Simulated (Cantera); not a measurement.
Feed: 1 mol Fe2O3, 0.8 mol CO, equilibrated at 1673.15 K and 250 Pa.

Method: chemical equilibrium by Gibbs-energy minimisation in Cantera with the NASA 1993 tables (ideal gas, pure condensed phases). Candidate condensed phases: C, Fe, Fe(CO)5, FeO, Fe2O3, Fe3O4; 15 gas species. Mutual solubility and eutectic melting of coexisting phases are not modelled. The tables' stoichiometric FeO is somewhat more stable than real wüstite, so its field is too wide. FeO: taken at fixed stoichiometry. Equilibrium is a limit: real reactors are often held back by kinetics, nucleation or transport.

Base state: CO2 0.957, CO 0.0427, O2 0.000502, O 1.50e-5, Fe 1.03e-5 (mole fractions); condensed: FeO(l) + Fe3O4(s).

What changes in the equilibrium state with this change: 0.025 mol H2S added?


```
species          before     after
-------------  --------  --------
CO2               0.957     0.900
CO               0.0427    0.0402
SO2                   0    0.0293
H2O                   0    0.0289
Fe              1.03e-5   1.03e-5
H2                    0  0.000390
OH                    0  0.000161
SO                    0  0.000112
H                     0   4.50e-5
O2             0.000502  0.000502
FeO(l), mol        1.30      1.52
Fe3O4(s), mol     0.233     0.159
```
Further candidate phases: C6H6, C7H8, C8H18, Fe(OH)2, Fe(OH)3, FeS, FeSO4, FeS2, Fe2(SO4)3, H2O, H2SO4, S.
